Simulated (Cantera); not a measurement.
Feed: 1 mol Cu2O, 0.59 mol C, 8 mol N2, held at 1050 Torr.

These are equilibrium values from Cantera (NASA tables, ideal gas, pure condensed phases), not measurements of a reactor. Candidate condensed phases: C, Cu, CuO, Cu2O; 27 gas species. Rates play no part.

log p: log10 of the partial pressure in bar; n: condensed amount in mol.

```tsv
T (K)	log p N2	log p CO2	log p CO	log p Cu	log p NO	log p Cu2	log p O2	n Cu(s)	n Cu(l)
823	0.12	-1.18	-1.53	<-11	<-11	<-11	<-11	2.00	0
923	0.12	-1.18	-1.53	<-11	<-11	<-11	<-11	2.00	0
1023	0.12	-1.18	-1.53	?	<-11	<-11	<-11	2.00	0
1123	0.12	-1.18	-1.53	?	-11.78	<-11	<-11	2.00	0
1223	0.12	-1.18	-1.53	?	-10.36	<-11	<-11	2.00	0
1323	0.12	-1.18	-1.53	?	-9.15	-10.56	<-11	2.00	0
1423	0.12	-1.18	-1.53	?	-8.12	-9.32	-10.96	0	2.00
1523	0.12	-1.18	-1.53	?	-7.22	-8.26	-9.61	0	2.00
1623	0.12	-1.18	-1.53	?	-6.44	-7.35	-8.43	0	2.00
1723	0.12	-1.18	-1.53	?	-5.74	-6.54	-7.38	0	2.00
1823	0.12	-1.18	-1.53	?	-5.13	-5.83	-6.45	0	2.00
1923	0.11	-1.18	-1.53	?	-4.58	-5.19	-5.63	0	1.99
2023	0.11	-1.18	-1.53	?	-4.08	-4.62	-4.88	0	1.97
2123	0.11	-1.18	-1.53	?	-3.64	-4.11	-4.22	0	1.92
```

Task: Some entries are withheld; supply them.

Result: 
- 1023, log p Cu: -10.42
- 1123, log p Cu: -8.90
- 1223, log p Cu: -7.64
- 1323, log p Cu: -6.57
- 1423, log p Cu: -5.68
- 1523, log p Cu: -4.92
- 1623, log p Cu: -4.26
- 1723, log p Cu: -3.67
- 1823, log p Cu: -3.15
- 1923, log p Cu: -2.69
- 2023, log p Cu: -2.27
- 2123, log p Cu: -1.90
